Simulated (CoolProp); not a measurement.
A single-stage vapour-compression cycle with chlorine: evaporating at 210.15 K (dew point), condensing at 250.15 K (bubble point), superheat 5 K, subcooling 2 K, compressor efficiency 0.6, no pressure losses. Each further row changes one setting.

Model: reference Helmholtz-energy equation of state, Thol 2021, in CoolProp.

| case | cooling COP | pressure ratio | discharge temperature (K) | refrigerating effect (kJ/kg) | volumetric capacity (kJ/m³) |
|---|---|---|---|---|---|
| as stated | 2.58 | 6.96 | 432.0 | 269 | 248 |
| evaporating temperature 215.15 K | 3.11 | 5.22 | 402.5 | 271 | 326 |
| condensing temperature 245.15 K | 3.02 | 5.68 | 405.0 | 274 | 252 |
| subcooling 7 K | 2.63 | 6.96 | 432.0 | 274 | 252 |
